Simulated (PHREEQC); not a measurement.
Solution (20 °C): 14 mmol/kgw LiOH and 0.12 mmol/kgw H4SiO4. Closed to the air; pH follows from the charge balance.

Computed with PHREEQC (ion-association model, wateq4f.dat).

Question: The ionic strength comes out as 0.0140 mol/kgw. What activity coefficients do Li+, OH-, H2SiO4-2, H3SiO4- get?

Answer: Li+ 0.89, OH- 0.89, H2SiO4-2 0.63, H3SiO4- 0.89.

This is a speciation only: nothing precipitates in the calculation.
